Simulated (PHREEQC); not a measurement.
Make-up at 18 °C: 23 mmol/kgw HF, 8.4 mmol/kgw KF and 0.27 mmol/kgw (NH4)2SiF6. Closed to the air; pH follows from the charge balance.

Model: ion-association model, phreeqc.dat, run in PHREEQC.

This is a speciation only: nothing precipitates in the calculation.

Predict the pH, ionic strength.

pH 2.75; ionic strength 0.0112 mol/kgw.

In which forms is F present?

HF 62 %, F- 29 %, SiF6-2 4.9 %, HF2- 4.3 % of the F.

SiF6-2 is the database's only silicon fluoride.
